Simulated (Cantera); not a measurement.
Standard-state values (1 bar) from the NASA 1993 polynomials, evaluated with Cantera. Values are per mole of reaction as written; species without (g) are pure solids or liquids, kept so even where they would boil at 1 bar.

4 HBr(g) + 3 Si(g) = SiBr4(g) + 2 SiH2(g)

| T (K) | ΔH° (kJ) | ΔS° (J/K) | ΔG° (kJ) | log10 K |
|---|---|---|---|---|
| 1873 | -1098.6 | -476.1 | -206.9 | 5.77 |
| 1973 | -1097.1 | -475.3 | -159.3 | 4.22 |
| 2073 | -1095.7 | -474.6 | -111.8 | 2.82 |
| 2173 | ___ | ___ | ___ | ___ |
| 2273 | -1093.3 | -473.5 | -17.0 | 0.39 |
| 2373 | ___ | ___ | ___ | ___ |
| 2473 | ___ | ___ | ___ | ___ |
| 2573 | -1090.4 | -472.3 | 124.8 | -2.53 |
| 2673 | -1089.6 | -472.0 | 172.1 | -3.36 |
| 2773 | -1088.9 | -471.7 | 219.2 | -4.13 |

Problem. Some entries are withheld; supply them.

Solution. 
- 2173, ΔH° (kJ): -1094.5
- 2173, ΔS° (J/K): -474.0
- 2173, ΔG° (kJ): -64.4
- 2173, log10 K: 1.55
- 2373, ΔH° (kJ): -1092.2
- 2373, ΔS° (J/K): -473.1
- 2373, ΔG° (kJ): 30.3
- 2373, log10 K: -0.67
- 2473, ΔH° (kJ): -1091.3
- 2473, ΔS° (J/K): -472.6
- 2473, ΔG° (kJ): 77.6
- 2473, log10 K: -1.64
